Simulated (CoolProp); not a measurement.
Vapour-liquid equilibrium of R22 (1) + acetone (2) at 2.25 °C; x and y are mole fractions of (1).

The numbers come from the multi-fluid Helmholtz-energy mixture model, Kamei 1995 and Lemmon 2006; pair parameters Bell 2016 in CoolProp.

### Question
Give the bubble pressure and the first vapour's composition at x = 0.15, 0.35, 0.95. Is there an azeotrope?

### Answer
x = 0.15: 0.6323 bar, y = 0.850; x = 0.35: 1.155 bar, y = 0.932; x = 0.95: 5.023 bar, y = 1.000. No azeotrope shows between x = 0.05 and 0.95.

Pair parameters are fitted to limited data, so mixtures are less certain than the pure fluids.
